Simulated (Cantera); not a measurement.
Charge: 1 mol SiH2Cl2, 83 mol N2, held at 12.0 Pa.

Equilibrium computed with Cantera from the NASA thermochemical tables; the gas is ideal and each condensed phase is pure. Candidate condensed phases: NH4Cl, Si, Si3N4; 28 gas species. N2 is the only nitrogen source here; it is nearly inert below about 1500 K, so the nitride shown seldom forms there in practice. Equilibrium is a limit: real reactors are often held back by kinetics, nucleation or transport.

What share of the Si ends up in condensed phases as a function of T (°C), at 527, 602, 677, 752, 827, 902, 977, 1052, 1127, 1202, 1277, 1352, 1427, 1502?


```tsv
T (°C)	Si condensed (%)	as
527	90.5	Si3N4(s)
602	91.5	Si3N4(s)
677	92.3	Si3N4(s)
752	92.7	Si3N4(s)
827	91.9	Si3N4(s)
902	86.9	Si3N4(s)
977	75.5	Si3N4(s)
1052	60.2	Si3N4(s)
1127	44.5	Si3N4(s)
1202	31.1	Si3N4(s)
1277	19.0	Si(s)
1352	8.7	Si(s)
1427	0.0	-
1502	0.0	-
```
